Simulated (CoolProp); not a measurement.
Vapour pressure (MPa) of carbon monoxide: the reference equation beside estimates from Tc = 132.9 K, pc = 3.498 MPa, ω = 0.050. Clausius-Clapeyron is anchored at 90.7 K with a constant enthalpy of vaporisation of 5.632 kJ/mol.

The numbers come from the reference Helmholtz-energy equation of state, Lemmon 2006 in CoolProp. It is a short technical equation, of lower accuracy than the large ones.

```csv
T (K),reference,Lee-Kesler,Clausius-Clapeyron,Redlich-Kwong,Soave-Redlich-Kwong,Peng-Robinson
86.6,0.1721,0.1722,0.1785,0.1625,0.1716,0.1738
90.7,0.2543,0.2546,0.2543,0.2467,0.2542,0.2558
94.9,0.3656,0.3661,0.3539,0.3619,0.3664,0.3668
99.1,0.5090,0.5095,0.4789,0.5114,0.5114,0.5100
103.2,0.6847,0.6850,0.6283,0.6949,0.6894,0.6858
107.4,0.9062,0.9058,0.8122,0.9260,0.9144,0.9079
111.6,1.175,1.173,1.030,1.205,1.187,1.178
115.8,1.496,1.493,1.283,1.536,1.514,1.502
119.9,1.867,1.863,1.568,1.914,1.889,1.876
124.1,2.311,2.308,1.898,2.360,2.337,2.324
128.3,2.830,2.830,2.269,2.869,2.853,2.844
```

Absolute difference from the reference over all 11 rows, mean and median: Lee-Kesler 0.1 and 0.1 %, Clausius-Clapeyron 10.2 and 10.4 %, Redlich-Kwong 2.3 and 2.2 %, Soave-Redlich-Kwong 0.7 and 0.8 %, Peng-Robinson 0.4 and 0.4 %.
